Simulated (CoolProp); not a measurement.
R365MFC along the isobar 4040 kPa: Z from the reference equation and from simpler models built on Tc = 460.0 K, pc = 3266 kPa, ω = 0.377; each cubic takes its own stable root.

Values from CoolProp's reference Helmholtz-energy equation of state, Lemmon 2016.

```csv
T (K),phase,reference,van der Waals,Redlich-Kwong,Soave-Redlich-Kwong
264.9,liquid,0.2038,0.3351,0.2295,0.2207
291,liquid,0.1930,0.3152,0.2177,0.2081
317.1,liquid,0.1849,0.3001,0.2094,0.1992
343.2,liquid,0.1793,0.2891,0.2044,0.1936
369.4,liquid,0.1761,0.2820,0.2028,0.1916
395.5,liquid,0.1759,0.2794,0.2054,0.1941
421.6,liquid,0.1801,0.2826,0.2145,0.2038
447.7,liquid,0.1943,0.2964,0.2372,0.2301
473.9,supercritical,0.3444,0.3448,0.3287,0.3793
500,supercritical,0.6077,0.5393,0.5640,0.6212
```
